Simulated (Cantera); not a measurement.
## Fe2O3 + CH4 + H2 (carbothermic reduction)

Feed: 1 mol Fe2O3, 0.31 mol CH4, 0.29 mol H2, held at 1000 Pa.

Method: chemical equilibrium by Gibbs-energy minimisation in Cantera with the NASA 1993 tables (ideal gas, pure condensed phases). Candidate condensed phases: C, C6H6, C7H8, C8H18, Fe, Fe(CO)5, FeO, Fe(OH)2, Fe(OH)3, Fe2O3, Fe3O4, H2O; 114 gas species. The tables' stoichiometric FeO is somewhat more stable than real wüstite, so its field is too wide. FeO: taken at fixed stoichiometry. Rates play no part.

From 1750 °C to 1950 °C the condensed part is FeO(l). The main Fe-bearing gas is Fe throughout. The share of Fe in condensed phases is highest at 1750 °C (99.3 %) and lowest at 1950 °C (95.6 %).

| T (°C) | log p H2O | log p H2 | log p CO | log p CO2 | log p Fe | log p H | log p OH | n FeO(l) |
|---|---|---|---|---|---|---|---|---|
| 1750 | -2.31 | -2.62 | -2.76 | -3.12 | -3.96 | -4.03 | -4.70 | 1.99 |
| 1775 | -2.31 | -2.63 | -2.76 | -3.12 | -3.85 | -3.96 | -4.61 | 1.98 |
| 1800 | -2.31 | -2.64 | -2.77 | -3.12 | -3.75 | -3.90 | -4.51 | 1.98 |
| 1825 | -2.31 | -2.65 | -2.77 | -3.12 | -3.65 | -3.84 | -4.42 | 1.97 |
| 1850 | -2.31 | -2.67 | -2.78 | -3.12 | -3.55 | -3.78 | -4.33 | 1.96 |
| 1875 | -2.31 | -2.68 | -2.78 | -3.12 | -3.46 | -3.72 | -4.24 | 1.95 |
| 1900 | -2.31 | -2.70 | -2.79 | -3.12 | -3.38 | -3.67 | -4.15 | 1.94 |
| 1925 | -2.31 | -2.72 | -2.80 | -3.11 | -3.29 | -3.62 | -4.06 | 1.93 |
| 1950 | -2.32 | -2.75 | -2.81 | -3.11 | -3.22 | -3.57 | -3.97 | 1.91 |
log p: log10 of the partial pressure in bar; n: condensed amount in mol.
